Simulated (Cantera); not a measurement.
A perfectly stirred reactor is fed with H2 : O2 : N2 = 1 : 1.04 : 3.92 (molar parts), equivalence ratio 0.48, at 28000 Pa; it is adiabatic with a 400 K inlet, and is followed from long to short residence time, starting on the burning branch (τ in s: 0.065, 0.025, 0.0098, 0.0038, 0.0015, 0.00057, 0.00022, 8.5e-05, 3.3e-05, 1.3e-05, 4.9e-06).

Detailed kinetics in Cantera: the H2/O2 subset of GRI-Mech 3.0, which has no nitrogen chemistry.

### Question
Predict: blow-out, bracketed by the residence times tried; x(H2) at τ = 65.0 ms; x(O2) at τ = 65.0 ms; x(H) at τ = 65.0 ms; x(OH) at τ = 65.0 ms; x(H2O2) at τ = 65.0 ms; x(H2) at τ = 0.570 ms; x(O2) at τ = 0.570 ms; x(H) at τ = 0.570 ms; x(OH) at τ = 0.570 ms; x(H2O2) at τ = 0.570 ms.

### Answer
```json
{
  "blow_out_bracketed_by_the_residence_times_tried": "burning at 0.220 ms, out at 85.0 µs",
  "x(H2) at τ = 65.0 ms": "0.000887",
  "x(O2) at τ = 65.0 ms": "0.0980",
  "x(H) at τ = 65.0 ms": "0.000306",
  "x(OH) at τ = 65.0 ms": "0.00313",
  "x(H2O2) at τ = 65.0 ms": "1.62e-7",
  "x(H2) at τ = 0.570 ms": "0.0125",
  "x(O2) at τ = 0.570 ms": "0.101",
  "x(H) at τ = 0.570 ms": "0.0160",
  "x(OH) at τ = 0.570 ms": "0.00559",
  "x(H2O2) at τ = 0.570 ms": "1.97e-6"
}
```
